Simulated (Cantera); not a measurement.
An isothermal, constant-pressure homogeneous reactor starts with NO : N2 = 1 : 0.26 (molar parts), at 1900 K and 101000 Pa. Integrator tolerance rtol = 1e-08.

Model: GRI-Mech 3.0 (53 species, 325 reactions), integrated in Cantera.

Task: What does this change do: pressure from 101000 Pa to 12000 Pa?

Result: 
```
quantity                                             before                                      after
----------------  -----------------------------------------  -----------------------------------------
x(NO) at 50.0 s     0.00706 (gas-phase equilibrium 0.00687)     0.0181 (gas-phase equilibrium 0.00687)
x(N2O) at 50.0 s    3.43e-7 (gas-phase equilibrium 3.43e-7)    2.04e-7 (gas-phase equilibrium 1.18e-7)
x(O) at 50.0 s    0.000187 (gas-phase equilibrium 0.000187)  0.000540 (gas-phase equilibrium 0.000543)
x(NO2) at 50.0 s    2.00e-5 (gas-phase equilibrium 1.95e-5)    1.75e-5 (gas-phase equilibrium 6.69e-6)
x(O2) at 50.0 s         0.393 (gas-phase equilibrium 0.393)        0.387 (gas-phase equilibrium 0.393)
x(N2) at 50.0 s         0.600 (gas-phase equilibrium 0.600)        0.594 (gas-phase equilibrium 0.600)
```
